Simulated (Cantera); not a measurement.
A perfectly stirred reactor is fed with H2 : O2 : N2 = 0.0088 : 1 : 3.7 (molar parts), equivalence ratio 0.0044, at 1330 Pa; it is held at 1375 K, and followed from long to short residence time.

Detailed kinetics in Cantera: GRI-Mech 3.0 (53 species, 325 reactions). Radical loss at walls, strong at low pressure, is not modelled.

Predict: x(H2) at τ = 3.50 s; x(O2) at τ = 3.50 s; x(NO) at τ = 3.50 s; x(H) at τ = 3.50 s; x(H2) at τ = 0.100 s; x(O2) at τ = 0.100 s; x(NO) at τ = 0.100 s; x(H) at τ = 0.100 s.


| Property | Result |
|---|---|
| x(H2) at τ = 3.50 s | 6.31e-6 |
| x(O2) at τ = 3.50 s | 0.211 |
| x(NO) at τ = 3.50 s | 1.60e-7 |
| x(H) at τ = 3.50 s | 1.53e-5 |
| x(H2) at τ = 0.100 s | 6.62e-5 |
| x(O2) at τ = 0.100 s | 0.211 |
| x(NO) at τ = 0.100 s | 7.23e-9 |
| x(H) at τ = 0.100 s | 5.42e-5 |
